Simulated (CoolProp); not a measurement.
Ethane along the isotherm 314.2 K: density (kg/m³) from the reference equation and from simpler models built on Tc = 305.3 K, pc = 4.872 MPa, ω = 0.099; each cubic takes its own stable root.

Computed with CoolProp (reference Helmholtz-energy equation of state, Bücker 2006).

```
p (MPa)          phase  reference
-------  -------------  ---------
3.05               gas      45.48
6.09     supercritical      250.8
9.14     supercritical      336.6
12.2     supercritical      363.5
15.2     supercritical      380.7
18.3     supercritical      394.1
21.3     supercritical      404.7
24.4     supercritical      414.0
```

**Question.** How far does each simpler model (van der Waals, Soave-Redlich-Kwong, Peng-Robinson) lie from the reference over these 8 states: mean and median of the absolute difference, and the worst?

**Answer.** 
- van der Waals: mean 20.9 %, median 24.3 %, worst -24.8 % at 314.2 K and 9.14 MPa
- Soave-Redlich-Kwong: mean 7.4 %, median 6.7 %, worst -15.4 % at 314.2 K and 6.09 MPa
- Peng-Robinson: mean 4.2 %, median 3.6 %, worst -8.5 % at 314.2 K and 6.09 MPa
